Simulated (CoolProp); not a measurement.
A Linde-Hampson liquefier for carbon monoxide: isothermal reversible compression at 250 K from 1 atm to 30 MPa, throttling to 1 atm, return gas leaving the recuperator 10 K below the feed. Each further row changes one setting.

The numbers come from the reference Helmholtz-energy equation of state, Lemmon 2006 in CoolProp. It is a short technical equation, of lower accuracy than the large ones.

| case | liquid yield per pass | compression work (kJ/kg of gas) |
|---|---|---|
| as stated | 0.144 | 415 |
| high pressure 60 MPa | 0.132 | 481 |
| warm-end temperature 280 K | 0.101 | 472 |
| warm-end gap 15 K | 0.133 | 415 |
